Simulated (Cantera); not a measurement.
An adiabatic, constant-volume homogeneous reactor starts with H2 : O2 : N2 = 1 : 0.893 : 3.36 (molar parts), at 1025 K and 255 Torr. Integrator tolerance rtol = 1e-08.

Detailed kinetics in Cantera: the H2/O2 subset of GRI-Mech 3.0, which has no nitrogen chemistry.

What does this change do: initial temperature 1025 to 1598 K?


```json
[
 {"quantity": "time of steepest temperature rise", "before": "0.391 ms", "after": "29.1 µs"},
 {"quantity": "temperature at 0.800 s", "before": "2522 K", "after": "2725 K"},
 {"quantity": "equilibrium temperature", "before": "2522 K", "after": "2725 K"},
 {"quantity": "x(H2) at 0.800 s", "before": "0.00526 (gas-phase equilibrium 0.00526)", "after": "0.0137 (gas-phase equilibrium 0.0137)"},
 {"quantity": "x(O2) at 0.800 s", "before": "0.0778 (gas-phase equilibrium 0.0778)", "after": "0.0741 (gas-phase equilibrium 0.0741)"},
 {"quantity": "x(H2O) at 0.800 s", "before": "0.193 (gas-phase equilibrium 0.193)", "after": "0.169 (gas-phase equilibrium 0.169)"},
 {"quantity": "x(OH) at 0.800 s", "before": "0.0180 (gas-phase equilibrium 0.0180)", "after": "0.0322 (gas-phase equilibrium 0.0322)"},
 {"quantity": "x(O) at 0.800 s", "before": "0.00519 (gas-phase equilibrium 0.00519)", "after": "0.0149 (gas-phase equilibrium 0.0149)"}
]
```

What does this change do: pressure from 255 Torr to 15800 Torr?


```
quantity                                                            before                                    after
---------------------------------  ---------------------------------------  ---------------------------------------
time of steepest temperature rise                                 0.391 ms                                  4.34 ms
temperature at 0.800 s                                              2522 K                                   2648 K
equilibrium temperature                                             2522 K                                   2648 K
x(H2) at 0.800 s                   0.00526 (gas-phase equilibrium 0.00526)  0.00121 (gas-phase equilibrium 0.00121)
x(O2) at 0.800 s                     0.0778 (gas-phase equilibrium 0.0778)    0.0801 (gas-phase equilibrium 0.0801)
x(H2O) at 0.800 s                      0.193 (gas-phase equilibrium 0.193)      0.204 (gas-phase equilibrium 0.204)
x(OH) at 0.800 s                     0.0180 (gas-phase equilibrium 0.0180)  0.00948 (gas-phase equilibrium 0.00948)
x(O) at 0.800 s                    0.00519 (gas-phase equilibrium 0.00519)  0.00117 (gas-phase equilibrium 0.00117)
```
The hydrogen kinetics of GRI-Mech 3.0 are dated; newer H2 mechanisms differ, most at raised pressure. The pressure lies above the range GRI-Mech 3.0 was tuned for (to about 10 atm).
